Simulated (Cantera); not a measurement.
Cantera with NASA thermochemical tables; ideal gases at 1 bar, condensed phases pure. Values are per mole of reaction as written; species without (g) are pure solids or liquids, kept so even where they would boil at 1 bar.

0.8 Ta + O2(g) ⇌ 0.4 Ta2O5

| T (K) | ΔH° (kJ) | ΔS° (J/K) | ΔG° (kJ) | log10 K |
|---|---|---|---|---|
| 373 | -818.0 | -179.7 | -750.9 | 105.16 |
| 473 | -817.1 | -177.7 | -733.0 | 80.95 |
| 573 | -816.0 | -175.6 | -715.4 | 65.21 |
| 673 | ___ | ___ | ___ | ___ |
| 773 | ___ | ___ | ___ | ___ |
| 873 | ___ | ___ | ___ | ___ |
| 973 | ___ | ___ | ___ | ___ |

Problem. Fill in the missing entries.

Solution. 
- 673, ΔH° (kJ): -814.7
- 673, ΔS° (J/K): -173.6
- 673, ΔG° (kJ): -697.9
- 673, log10 K: 54.17
- 773, ΔH° (kJ): -813.4
- 773, ΔS° (J/K): -171.7
- 773, ΔG° (kJ): -680.7
- 773, log10 K: 45.99
- 873, ΔH° (kJ): -811.9
- 873, ΔS° (J/K): -169.9
- 873, ΔG° (kJ): -663.6
- 873, log10 K: 39.70
- 973, ΔH° (kJ): -810.4
- 973, ΔS° (J/K): -168.2
- 973, ΔG° (kJ): -646.7
- 973, log10 K: 34.72
